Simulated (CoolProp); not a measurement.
R245fa along the isobar 1410 kPa: fugacity coefficient from the reference equation and from simpler models built on Tc = 427.0 K, pc = 3651 kPa, ω = 0.378; each cubic takes its own stable root.

Computed with CoolProp (reference Helmholtz-energy equation of state, Akasaka 2015).

```tsv
T (K)	phase	reference
338.9	liquid	0.3518
347.3	liquid	0.4296
355.8	liquid	0.5184
364.2	liquid	0.6159
372.6	liquid	0.7226
381	gas	0.8033
389.5	gas	0.8197
397.9	gas	0.8341
406.3	gas	0.8470
414.7	gas	0.8585
423.2	gas	0.8690
431.6	gas	0.8784
440	gas	0.8870
```

Problem. How far does each simpler model (van der Waals, Soave-Redlich-Kwong) lie from the reference over these 13 states: mean and median of the absolute difference, and the worst?

Solution. 
- van der Waals: mean 26.4 %, median 4.6 %, worst +121.0 % at 338.9 K and 1410 kPa
- Soave-Redlich-Kwong: mean 0.9 %, median 0.3 %, worst +2.1 % at 347.3 K and 1410 kPa

At some of these states van der Waals gives the other phase, because its saturation line lies elsewhere.
